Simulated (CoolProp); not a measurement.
Values from CoolProp's reference Helmholtz-energy equation of state, Schmidt 1985.

### Question
For oxygen, give the phase and the density (kg/m³), Joule-Thomson coefficient (K/MPa), isothermal compressibility (1/MPa), expansivity (1/kK) at 89.8 K and 5.61 MPa; 89.8 K and 22.4 MPa; 89.8 K and 44.9 MPa.

### Answer
- 89.8 K and 5.61 MPa: liquid; density 1150, Joule-Thomson coefficient -0.328, isothermal compressibility 0.00177, expansivity 4.08
- 89.8 K and 22.4 MPa: liquid; density 1190, Joule-Thomson coefficient -0.357, isothermal compressibility 0.00141, expansivity 3.48
- 89.8 K and 44.9 MPa: liquid; density 1220, Joule-Thomson coefficient -0.379, isothermal compressibility 0.00112, expansivity 2.98
